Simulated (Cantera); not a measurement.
A Cantera script and its output.

```python
import numpy as np
import cantera as ct

gas = ct.Solution("gri30.yaml")
gas.TPX = 1150, 29000, {'CH4': 1, 'C2H6': 0.033, 'O2': 2.27, 'N2': 8.55}
reactor = ct.IdealGasReactor(gas, energy="on", clone=False)
net = ct.ReactorNet([reactor])
net.rtol, net.atol = 1e-08, 1e-16
show = ['CH4', 'C2H6', 'O2', 'C2H2', 'NO']
times = np.geomspace(2e-06, 0.7, 13)

steps = ct.SolutionArray(gas, extra=["t"])
rows = []
print(f"{'t/s':>10s}{'T/K':>9s}{'P/Pa':>11s}" + "".join(f"{s:>11s}" for s in show))
for t in times:
    while net.time < t:
        t_next = net.step()
        steps.append(gas.state, t=t_next)
    rows.append([np.interp(t, steps.t, y) for y in (steps.T, steps.P, *steps(*show).X.T)])
    print(f"{t:10.3e}{rows[-1][0]:9.1f}{rows[-1][1]:11.4g}" + "".join(f"{x:11.3e}" for x in rows[-1][2:]))
rate = np.gradient(steps.T, steps.t)
print("integrator steps:", len(steps.t))
if steps.T.max() > steps.T[0] + 200:
    print(f"time of steepest temperature rise: {steps.t[rate.argmax()]:.4e} s")
gas.TPX = 1150, 29000, {'CH4': 1, 'C2H6': 0.033, 'O2': 2.27, 'N2': 8.55}
gas.equilibrate("UV")
print(f"equilibrium (UV): T = {gas.T:.1f} K  " + "  ".join(f"{s} {gas[s].X[0]:.3e}" for s in show))
```

It prints:

```
       t/s      T/K       P/Pa        CH4       C2H6         O2       C2H2         NO
 2.000e-06   1150.0    2.9e+04  8.437e-02  2.784e-03  1.915e-01  1.102e-22  1.387e-25
 5.795e-06   1150.0    2.9e+04  8.437e-02  2.784e-03  1.915e-01  3.160e-21  2.744e-24
 1.679e-05   1150.0    2.9e+04  8.437e-02  2.784e-03  1.915e-01  1.101e-19  3.922e-23
 4.865e-05   1150.0    2.9e+04  8.437e-02  2.784e-03  1.915e-01  3.838e-18  3.822e-22
 1.409e-04   1150.0    2.9e+04  8.437e-02  2.784e-03  1.915e-01  1.167e-16  3.340e-21
 4.084e-04   1150.0    2.9e+04  8.437e-02  2.784e-03  1.915e-01  3.308e-15  2.872e-20
 1.183e-03   1150.0    2.9e+04  8.437e-02  2.784e-03  1.915e-01  9.910e-14  2.522e-19
 3.428e-03   1150.0    2.9e+04  8.436e-02  2.782e-03  1.915e-01  3.814e-12  2.580e-18
 9.933e-03   1150.1    2.9e+04  8.434e-02  2.774e-03  1.915e-01  2.740e-10  4.439e-17
 2.878e-02   1151.6  2.904e+04  8.410e-02  2.745e-03  1.913e-01  1.340e-08  5.858e-16
 8.338e-02   1184.7  2.992e+04  7.966e-02  2.570e-03  1.874e-01  1.568e-06  7.542e-14
 2.416e-01   2691.0  7.073e+04  5.189e-16  8.010e-31  2.615e-02  5.147e-19  1.038e-02
 7.000e-01   2691.0  7.073e+04  5.189e-16  8.010e-31  2.615e-02  5.147e-19  1.038e-02
integrator steps: 2250
time of steepest temperature rise: 9.0802e-02 s
equilibrium (UV): T = 2691.0 K  CH4 6.970e-16  C2H6 1.367e-30  O2 2.615e-02  C2H2 5.489e-19  NO 1.038e-02
```

Cantera simulation using GRI-Mech 3.0 (53 species, 325 reactions); the numbers are that mechanism's predictions, not measurements.
